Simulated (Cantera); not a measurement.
An isothermal, constant-pressure homogeneous reactor starts with H₂ : O₂ = 0.43 : 1 (molar parts), equivalence ratio 0.21, at 1273 K and 0.0132 atm.

Cantera simulation using the H2/O2 subset of GRI-Mech 3.0, which has no nitrogen chemistry; the numbers are that mechanism's predictions, not measurements. Radical loss at walls, strong at low pressure, is not modelled. The temperature is held fixed by assumption; the heat of reaction is taken as removed at once.

x: mole fraction; the columns are a selection and need not sum to one.

```csv
t (s),x H₂,x O₂,x H₂O,x HO₂,x H₂O₂,x H
3.00e-5,0.301,0.699,4.58e-9,2.13e-8,1.42e-11,2.06e-8
8.42e-5,0.301,0.699,7.78e-8,5.97e-8,1.11e-10,9.80e-8
0.000236,0.301,0.699,3.71e-6,1.72e-7,8.70e-10,2.67e-6
0.000662,0.267,0.681,0.0238,3.69e-6,6.26e-8,0.0163
0.00186,0.0186,0.546,0.226,8.26e-6,3.62e-7,0.107
0.00521,[?],0.571,[?],[?],[?],[?]
0.0146,0.00784,0.613,0.316,1.02e-5,5.64e-7,0.0220
0.0410,0.00130,0.640,0.348,6.52e-6,3.94e-7,0.00136
0.115,0.000137,0.645,0.353,1.62e-6,1.40e-7,4.66e-5
0.323,2.09e-5,0.646,0.354,3.33e-7,4.66e-8,2.82e-6
0.906,4.56e-6,0.646,0.354,8.98e-8,1.63e-8,2.91e-7
2.54,1.24e-6,0.646,0.354,4.01e-8,5.97e-9,4.17e-8
7.13,[?],0.646,0.354,[?],[?],[?]
20.0,2.21e-7,0.646,0.354,4.18e-8,1.54e-9,3.15e-9
```

Question: What belongs in the gaps?

Answer: 
- 0.00521, x H₂: 0.0156
- 0.00521, x H₂O: 0.259
- 0.00521, x HO₂: 9.23e-6
- 0.00521, x H₂O₂: 4.43e-7
- 0.00521, x H: 0.0729
- 7.13, x H₂: 4.13e-7
- 7.13, x HO₂: 3.60e-8
- 7.13, x H₂O₂: 2.47e-9
- 7.13, x H: 8.06e-9
